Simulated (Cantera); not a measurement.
Ammonia decomposition in nitride growth gas

An isothermal, constant-pressure homogeneous reactor starts with 57.6 % NH3, 41.5 % H2, 0.922 % N2, at 1700 K and 0.330 bar.

Computed with Cantera and the gas-phase N/H chemistry of the illustrative SiF4/NH3 mechanism in the Surface Chemkin manual (1991). Walls and surfaces, which speed up NH3 decomposition in real reactors, are not modelled.

| t (s) | x NH3 | x H2 | x N2H2 | x N2H4 | x H | x NH | x N |
|---|---|---|---|---|---|---|---|
| 0.000800 | 0.576 | 0.415 | 5.93e-8 | 7.37e-9 | 1.48e-5 | 1.07e-7 | 1.15e-9 |
| 0.00229 | 0.576 | 0.415 | 4.04e-7 | 4.19e-8 | 3.52e-5 | 5.96e-7 | 1.49e-8 |
| 0.00658 | 0.575 | 0.415 | 6.93e-7 | 6.75e-8 | 4.47e-5 | 9.51e-7 | 2.97e-8 |
| 0.0188 | 0.573 | 0.417 | 6.94e-7 | 6.76e-8 | 4.50e-5 | 9.54e-7 | 3.00e-8 |
| 0.0540 | 0.568 | 0.420 | 6.83e-7 | 6.67e-8 | 4.56e-5 | 9.52e-7 | 3.00e-8 |
| 0.155 | 0.553 | 0.430 | 6.56e-7 | 6.44e-8 | 4.71e-5 | 9.46e-7 | 3.02e-8 |
| 0.444 | 0.513 | 0.458 | 5.84e-7 | 5.84e-8 | 5.14e-5 | 9.28e-7 | 3.06e-8 |
| 1.27 | 0.421 | 0.521 | 4.33e-7 | 4.48e-8 | 6.25e-5 | 8.76e-7 | 3.13e-8 |
| 3.65 | 0.260 | 0.632 | 2.14e-7 | 2.31e-8 | 8.82e-5 | 7.41e-7 | 3.15e-8 |
| 10.5 | 0.0969 | 0.745 | 5.18e-8 | 5.50e-9 | 0.000136 | 4.79e-7 | 2.72e-8 |
| 30.0 | 0.0213 | 0.797 | 4.88e-9 | 4.77e-10 | 0.000195 | 1.90e-7 | 1.46e-8 |
x: mole fraction; the columns are a selection and need not sum to one.

Equilibrium at this temperature and pressure: NH3 3.77e-6, H2 0.811, N2H2 <1e-12, N2H4 <1e-12, H 0.000233, NH 4.63e-11, N 4.19e-12 (gas phase only).
